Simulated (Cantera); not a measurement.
Predominance diagram of Sr at 1225 K against the partial pressures of O2 and Cl2 (log10, bar). Standard-state values (1 bar) from the NASA 1993 polynomials, evaluated with Cantera. Candidates: Sr(l), SrCl2(l), SrO(s). Only these pure phases compete in this equilibrium. Not in the tables: the peroxide, oxide halides.

### Question
Which phase is stable at these pairs, and which metal-bearing vapour leads over it? (-7.1, -28.4); (-14.3, 0); (-8.6, -14.2); (-1.4, -17.8); (-2.9, -17.8); (-15.7, -14.2); (-10, -17.8)

### Answer
| log p(O2) | log p(Cl2) | phase | chief vapour | log p (bar) |
|---|---|---|---|---|
| -7.1 | -28.4 | SrO(s) | SrO | -16.1 |
| -14.3 | 0 | SrCl2(l) | SrCl2 | -5.6 |
| -8.6 | -14.2 | SrO(s) | SrCl2 | -8.1 |
| -1.4 | -17.8 | SrO(s) | SrCl2 | -15.3 |
| -2.9 | -17.8 | SrO(s) | SrCl2 | -14.5 |
| -15.7 | -14.2 | SrCl2(l) | SrCl2 | -5.6 |
| -10 | -17.8 | SrO(s) | SrCl2 | -11.0 |
